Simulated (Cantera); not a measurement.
Pyrogenic steam for wet oxidation

An isothermal, constant-pressure homogeneous reactor starts with H₂ : O₂ : N₂ = 1.6 : 1 : 4.3 (molar parts), equivalence ratio 0.80, at 848 K and 1.00 bar.

Model: the H2/O2 subset of GRI-Mech 3.0, which has no nitrogen chemistry, integrated in Cantera. Below about 950 K walls govern HO2 and H2O2 in real vessels. The temperature is held fixed by assumption; the heat of reaction is taken as removed at once.

```json
[
 {"t (s)": "0.00100", "x H₂": "0.232", "x O₂": "0.145", "x H": "1.34e-12", "x H₂O₂": "4.29e-12", "x OH": "<1e-12"},
 {"t (s)": "0.00239", "x H₂": "0.232", "x O₂": "0.145", "x H": "1.43e-12", "x H₂O₂": "2.45e-11", "x OH": "<1e-12"},
 {"t (s)": "0.00572", "x H₂": "0.232", "x O₂": "0.145", "x H": "1.64e-12", "x H₂O₂": "1.41e-10", "x OH": "<1e-12"},
 {"t (s)": "0.0137", "x H₂": "0.232", "x O₂": "0.145", "x H": "2.18e-12", "x H₂O₂": "8.22e-10", "x OH": "<1e-12"},
 {"t (s)": "0.0327", "x H₂": "0.232", "x O₂": "0.145", "x H": "3.72e-12", "x H₂O₂": "4.89e-9", "x OH": "<1e-12"},
 {"t (s)": "0.0782", "x H₂": "0.232", "x O₂": "0.145", "x H": "9.28e-12", "x H₂O₂": "3.20e-8", "x OH": "<1e-12"},
 {"t (s)": "0.187", "x H₂": "0.232", "x O₂": "0.145", "x H": "4.48e-11", "x H₂O₂": "2.94e-7", "x OH": "1.43e-12"},
 {"t (s)": "0.447", "x H₂": "0.232", "x O₂": "0.145", "x H": "3.51e-10", "x H₂O₂": "4.83e-6", "x OH": "1.61e-11"},
 {"t (s)": "1.07", "x H₂": "0.232", "x O₂": "0.145", "x H": "2.41e-9", "x H₂O₂": "5.48e-5", "x OH": "1.56e-10"},
 {"t (s)": "2.56", "x H₂": "0.229", "x O₂": "0.143", "x H": "1.66e-8", "x H₂O₂": "0.000464", "x OH": "1.38e-9"},
 {"t (s)": "6.12", "x H₂": "0.207", "x O₂": "0.133", "x H": "2.99e-8", "x H₂O₂": "0.000995", "x OH": "3.39e-9"},
 {"t (s)": "14.6", "x H₂": "0.151", "x O₂": "0.105", "x H": "2.18e-8", "x H₂O₂": "0.000800", "x OH": "3.83e-9"},
 {"t (s)": "35.0", "x H₂": "0.0617", "x O₂": "0.0624", "x H": "1.21e-8", "x H₂O₂": "0.000352", "x OH": "4.51e-9"},
 {"t (s)": "83.6", "x H₂": "0.00453", "x O₂": "0.0350", "x H": "1.51e-9", "x H₂O₂": "2.86e-5", "x OH": "5.03e-9"},
 {"t (s)": "200", "x H₂": "0.000214", "x O₂": "0.0329", "x H": "1.74e-11", "x H₂O₂": "3.14e-7", "x OH": "1.15e-9"}
]
```
x: mole fraction; the columns are a selection and need not sum to one.

Equilibrium at this temperature and pressure: H₂ <1e-12, O₂ 0.0328, H <1e-12, H₂O₂ 1.36e-11, OH 3.54e-9 (gas phase only).
